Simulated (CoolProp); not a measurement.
Tetrahydrofuran along the isobar 4.45 MPa: density (kg/m³) from the reference equation and from simpler models built on Tc = 267.0 °C, pc = 5.304 MPa, ω = 0.234; each cubic takes its own stable root.

Model: reference Helmholtz-energy equation of state, Fiedler 2023, in CoolProp.

| T (°C) | phase | reference | van der Waals | Redlich-Kwong | Peng-Robinson |
|---|---|---|---|---|---|
| 57.55 | liquid | 850.2 | 530.2 | 773.1 | 894.4 |
| 65.15 | liquid | 841.7 | 525.5 | 764.7 | 886.0 |
| 72.75 | liquid | 833.1 | 520.7 | 756.1 | 877.3 |
| 80.25 | liquid | 824.5 | 515.8 | ? | 868.4 |
| 87.85 | liquid | 815.7 | 510.8 | 738.3 | ? |
| 95.45 | liquid | 806.8 | ? | 729.0 | ? |
| 103.05 | liquid | 797.7 | ? | 719.4 | 839.4 |
| 110.65 | liquid | ? | 494.8 | 709.5 | 829.0 |
| 118.25 | liquid | 779.1 | 489.1 | 699.4 | 818.1 |
| 125.85 | liquid | 769.5 | 483.3 | 688.9 | 806.8 |
| 133.45 | liquid | 759.8 | 477.3 | 678.1 | 795.1 |
| 141.05 | liquid | 749.8 | 471.1 | 666.9 | 782.8 |
| 148.65 | liquid | 739.6 | ? | ? | 769.9 |

### Question
What belongs in the gaps?

### Answer

- 80.25, Redlich-Kwong: 747.4
- 87.85, Peng-Robinson: 859.1
- 95.45, van der Waals: 505.6
- 95.45, Peng-Robinson: 849.4
- 103.05, van der Waals: 500.2
- 110.65, reference: 788.5
- 148.65, van der Waals: 464.6
- 148.65, Redlich-Kwong: 655.3
